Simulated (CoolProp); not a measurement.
Octamethyltrisiloxane (MDM) along the isobar 0.427 MPa: fugacity coefficient from the reference equation and from simpler models built on Tc = 292.2 °C, pc = 1.438 MPa, ω = 0.528; each cubic takes its own stable root.

Values from CoolProp's reference Helmholtz-energy equation of state, Thol 2017.

```json
[
 {"T (°C)": "124.55", "phase": "liquid", "reference": "0.1067", "van der Waals": "0.6094", "Soave-Redlich-Kwong": "0.1067", "Peng-Robinson": "0.1071"},
 {"T (°C)": "144.25", "phase": "liquid", "reference": "0.1852", "van der Waals": "0.7473", "Soave-Redlich-Kwong": "0.1854", "Peng-Robinson": "0.1845"},
 {"T (°C)": "163.95", "phase": "liquid", "reference": "0.2992", "van der Waals": "0.8378", "Soave-Redlich-Kwong": "0.3004", "Peng-Robinson": "0.2969"},
 {"T (°C)": "183.65", "phase": "liquid", "reference": "0.4545", "van der Waals": "0.8539", "Soave-Redlich-Kwong": "0.4577", "Peng-Robinson": "0.4503"},
 {"T (°C)": "203.35", "phase": "liquid", "reference": "0.6544", "van der Waals": "0.8678", "Soave-Redlich-Kwong": "0.6607", "Peng-Robinson": "0.6479"},
 {"T (°C)": "223.05", "phase": "gas", "reference": "0.8365", "van der Waals": "0.8799", "Soave-Redlich-Kwong": "0.8391", "Peng-Robinson": "0.8286"},
 {"T (°C)": "242.75", "phase": "gas", "reference": "0.8597", "van der Waals": "0.8906", "Soave-Redlich-Kwong": "0.8600", "Peng-Robinson": "0.8496"},
 {"T (°C)": "262.45", "phase": "gas", "reference": "0.8787", "van der Waals": "0.9000", "Soave-Redlich-Kwong": "0.8780", "Peng-Robinson": "0.8677"},
 {"T (°C)": "282.15", "phase": "gas", "reference": "0.8947", "van der Waals": "0.9084", "Soave-Redlich-Kwong": "0.8934", "Peng-Robinson": "0.8833"},
 {"T (°C)": "301.85", "phase": "gas", "reference": "0.9081", "van der Waals": "0.9159", "Soave-Redlich-Kwong": "0.9069", "Peng-Robinson": "0.8969"}
]
```

At some of these states van der Waals gives the other phase, because its saturation line lies elsewhere.
